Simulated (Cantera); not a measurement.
A closed system holds: 1 mol Pb, 0.02 mol O2, 78 mol N2, held at 24.0 Pa.

Method: chemical equilibrium by Gibbs-energy minimisation in Cantera with the NASA 1993 tables (ideal gas, pure condensed phases). Candidate condensed phases: Pb, PbO, PbO2, Pb3O4; 12 gas species. Equilibrium is a limit: real reactors are often held back by kinetics, nucleation or transport.

log p: log10 of the partial pressure in bar; n: condensed amount in mol.

```json
[
 {"T (K)": "775", "log p N2": "-3.62", "log p Pb": "-7.60", "log p PbO": "-10.75", "log p O2": "<-15", "log p NO": "<-15", "log p O": "<-15", "log p Pb2": "-15.01", "n Pb(l)": "0.952", "n PbO(yellow)": "0.0400"},
 {"T (K)": "875", "log p N2": "-3.62", "log p Pb": "…", "log p PbO": "…", "log p O2": "<-15", "log p NO": "…", "log p O": "<-15", "log p Pb2": "…", "n Pb(l)": "…", "n PbO(yellow)": "0.0392"},
 {"T (K)": "975", "log p N2": "-3.63", "log p Pb": "-5.54", "log p PbO": "-6.92", "log p O2": "-12.10", "log p NO": "-12.10", "log p O": "<-15", "log p Pb2": "-11.70", "n Pb(l)": "0", "n PbO(yellow)": "0"},
 {"T (K)": "1075", "log p N2": "-3.63", "log p Pb": "-5.54", "log p PbO": "-6.92", "log p O2": "-10.85", "log p NO": "-11.02", "log p O": "-14.30", "log p Pb2": "-12.00", "n Pb(l)": "0", "n PbO(yellow)": "0"},
 {"T (K)": "1175", "log p N2": "-3.63", "log p Pb": "-5.54", "log p PbO": "-6.92", "log p O2": "…", "log p NO": "…", "log p O": "…", "log p Pb2": "…", "n Pb(l)": "0", "n PbO(yellow)": "0"},
 {"T (K)": "1275", "log p N2": "-3.63", "log p Pb": "-5.53", "log p PbO": "-6.93", "log p O2": "-8.94", "log p NO": "-9.37", "log p O": "-11.42", "log p Pb2": "-12.46", "n Pb(l)": "0", "n PbO(yellow)": "0"},
 {"T (K)": "1375", "log p N2": "-3.63", "log p Pb": "-5.53", "log p PbO": "-6.96", "log p O2": "-8.27", "log p NO": "-8.76", "log p O": "-10.33", "log p Pb2": "-12.64", "n Pb(l)": "0", "n PbO(yellow)": "0"}
]
```

Task: What belongs in the gaps?

Result: 
- 1175, log p O2: -9.81
- 1175, log p NO: -10.12
- 1175, log p O: -12.74
- 1175, log p Pb2: -12.25
- 875, log p Pb: -6.17
- 875, log p PbO: -8.59
- 875, log p NO: -14.46
- 875, log p Pb2: -12.61
- 875, n Pb(l): 0.740
